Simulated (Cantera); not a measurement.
Input: 1 mol Cu, 1.1 mol F2, 46 mol N2, held at 1.10 Pa.

Method: chemical equilibrium by Gibbs-energy minimisation in Cantera with the NASA 1993 tables (ideal gas, pure condensed phases). Candidate condensed phases: Cu, CuF2; 11 gas species. Rates play no part. All values below are at 1050 °C.

Base state: N2 0.965, F 0.0143, CuF2 0.0108, CuF 0.0101 (mole fractions); condensed: gas only.

Question: What changes in the equilibrium state with this change: pressure from 1.10 Pa to 133 Pa?

Answer: 
```
species  before     after
-------  ------  --------
N2        0.965     0.974
CuF2     0.0108    0.0207
F        0.0143   0.00472
CuF      0.0101  0.000486
```
